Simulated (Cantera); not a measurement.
A jet of H2 : O2 : N2 = 0.025 : 0.07 : 0.79 (molar parts) at 300 K and 0.0340 bar hits a platinum plate 3.2 cm away at a mass flux of 0.028 kg/m²/s; the plate temperature is set and raised in steps from an oxygen-covered start.

Computed with Cantera and Deutschmann's 1995 Pt surface mechanism with GRI-Mech 3.0 gas chemistry. Catalytic surfaces can have several steady states; this one follows from the mechanism file's or the stated starting coverage.

One state of this run: wall x H2 = 0.00291; wall x O2 = 0.0525; wall x H2O = 0.0477; wall x OH = <1e-8; θ free Pt = 0.136; θ O* = 0.862; θ OH* = 0.00199. x: mole fraction at the wall; θ: surface coverage.

**Question.** Which value of plate T (K) does it belong to?
A) 1000
B) 800
C) 750
D) 700

**Answer.** C, 750
